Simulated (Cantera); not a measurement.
Feed: 1 mol FeS, 0.34 mol H2S, 4.1 mol H2O, at 100 Torr.

These are equilibrium values from Cantera (NASA tables, ideal gas, pure condensed phases), not measurements of a reactor. Candidate condensed phases: Fe, FeO, Fe(OH)2, Fe(OH)3, FeS, FeSO4, FeS2, Fe2O3, Fe2(SO4)3, Fe3O4, H2O, H2SO4, S; 22 gas species. FeS: taken at fixed stoichiometry. Gases not in the tables: S3 to S7. Kinetics and transport are ignored. All values below are at 875 K.

Base state: H2O 0.918, H2S 0.0716, H2 0.00766, S2 0.00163, SO2 0.00146, S2O 1.17e-5 (mole fractions); condensed: FeS(s).

Q: What changes in the equilibrium state with this change: H2S from 0.34 to 2.5 mol?

A: 
```tsv
species	before	after
H2O	0.918	0.615
H2S	0.0716	0.359
H2	0.00766	0.0172
SO2	0.00146	0.000291
S2	0.00163	0.00814
S2O	1.17e-5	1.74e-5
FeS(s), mol	1.00	1.00
```
